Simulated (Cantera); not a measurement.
## Stirred combustor or abatement burner

A perfectly stirred reactor is fed with 3.35 % CH4, 1.64 % C2H6, 7.33 % O2, 87.7 % N2, at 5.00 bar; it is adiabatic with a 625 K inlet, and is followed from long to short residence time, starting on the burning branch (τ in s: 0.07, 0.033, 0.015, 0.0071, 0.0033, 0.0015, 0.00072, 0.00034, 0.00016, 7.3e-05).

Model: GRI-Mech 3.0 (53 species, 325 reactions), integrated in Cantera.

```
τ (s)    T (K)    x CH4    x C2H6     x O2   x H2O2    x CH3   x H2O     x NO2
-------  -----  -------  --------  -------  -------  -------  ------  --------
0.070     1285  0.00933  0.000416  0.00571  2.59e-7  2.29e-5  0.0642  4.91e-11
0.033     1238   0.0105  0.000754  0.00998  1.48e-6  2.50e-5  0.0614  8.81e-11
0.015     1146   0.0131   0.00169   0.0190  3.53e-5  1.75e-5  0.0558  6.74e-11
0.0071     625   0.0335    0.0164   0.0733   <1e-12   <1e-12  <1e-12    <1e-12
0.0033     625   0.0335    0.0164   0.0733   <1e-12   <1e-12  <1e-12    <1e-12
0.0015     625   0.0335    0.0164   0.0733   <1e-12   <1e-12  <1e-12    <1e-12
0.00072    625   0.0335    0.0164   0.0733   <1e-12   <1e-12  <1e-12    <1e-12
0.00034    625   0.0335    0.0164   0.0733   <1e-12   <1e-12  <1e-12    <1e-12
0.00016    625   0.0335    0.0164   0.0733   <1e-12   <1e-12  <1e-12    <1e-12
7.3e-5     625   0.0335    0.0164   0.0733   <1e-12   <1e-12  <1e-12    <1e-12
```
x: mole fraction; the columns are a selection and need not sum to one.
